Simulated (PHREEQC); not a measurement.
1 kg of water holding 0.047 mol/kgw NaCl and 0.057 mol/kgw K2SO4 is evaporated at 15 °C; the solids stay in contact with the brine. No CO2 enters from the air. Solids allowed: Arcanite, Glaserite, Halite, Mirabilite, Misenite, Sylvite, Thenardite. Others were left out.

All values are PHREEQC results (Pitzer model, pitzer.dat), not measurements.

```json
[
 {"water left (kg)": "1", "ionic strength": "0.218", "water activity": "0.996", "Arcanite (mol)": "0", "Glaserite (mol)": "0"},
 {"water left (kg)": "0.5552", "ionic strength": "0.393", "water activity": "0.993", "Arcanite (mol)": "0", "Glaserite (mol)": "0"},
 {"water left (kg)": "0.2533", "ionic strength": "0.860", "water activity": "0.986", "Arcanite (mol)": "0", "Glaserite (mol)": "0"},
 {"water left (kg)": "0.1407", "ionic strength": "1.55", "water activity": "0.975", "Arcanite (mol)": "0", "Glaserite (mol)": "0"},
 {"water left (kg)": "0.06418", "ionic strength": "2.71", "water activity": "0.955", "Arcanite (mol)": "0.0146", "Glaserite (mol)": "0"},
 {"water left (kg)": "0.03564", "ionic strength": "3.51", "water activity": "0.934", "Arcanite (mol)": "0.0310", "Glaserite (mol)": "0"},
 {"water left (kg)": "0.01979", "ionic strength": "4.12", "water activity": "0.902", "Arcanite (mol)": "0.0224", "Glaserite (mol)": "0.0115"},
 {"water left (kg)": "0.00903", "ionic strength": "5.89", "water activity": "0.810", "Arcanite (mol)": "0.00776", "Glaserite (mol)": "0.0236"},
 {"water left (kg)": "0.005012", "ionic strength": "6.61", "water activity": "0.778", "Arcanite (mol)": "0", "Glaserite (mol)": "0.0278"}
]
```

Arcanite from water left = 0.07809 kg, last present at water left = 0.007426 kg; Glaserite from water left = 0.02407 kg; Sylvite from water left = 0.007426 kg.
